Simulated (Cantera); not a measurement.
**BF3 + N2 + H2 + H2O (boron, boron nitride and boron oxide)**

Feed: 1 mol BF3, 0.2 mol N2, 2.8 mol H2, a varied amount of H2O, equilibrated at 0.255 Torr.

Cantera equilibrium calculation (NASA polynomials, part measured and part estimated; ideal gas, pure solids and liquids). Candidate condensed phases: B, BN, B2O3, B3O3H3, H2O; 62 gas species. The tables' values for BF2 are old estimates. The numbers say what is thermodynamically allowed, not how fast it happens.

Question: Map the stable condensed phases over T = 700, 850, 1000, 1150, 1300, 1450, 1600, 1750, 1900, 2050 °C and n(H2O) in mol = 0.15, 0.33, 0.51, 0.68, 0.86, 1, 1.2, 1.4, 1.6, 1.8.

Answer: 
```
T in °C \ n(H2O) in mol
         0.15 0.33 0.51 0.68 0.86    1  1.2  1.4  1.6  1.8
   2050     A    A    A    A    A    A    A    A    A    A
   1900     A    A    A    A    A    A    A    A    A    A
   1750     A    A    A    A    A    A    A    A    A    A
   1600     A    A    A    A    A    A    A    A    A    A
   1450     A    A    A    A    A    A    A    A    A    A
   1300     A    A    A    A    A    A    A    A    A    A
   1150     A    A    A    A    A    A    A    A    A    A
   1000     A    A    A    A    A    A    A    A    A    A
    850     A    A    A    B    B    B    B    B    B    B
    700     A    B    B    B    B    B    B    B    B    B
```
A: gas only; B: B2O3.
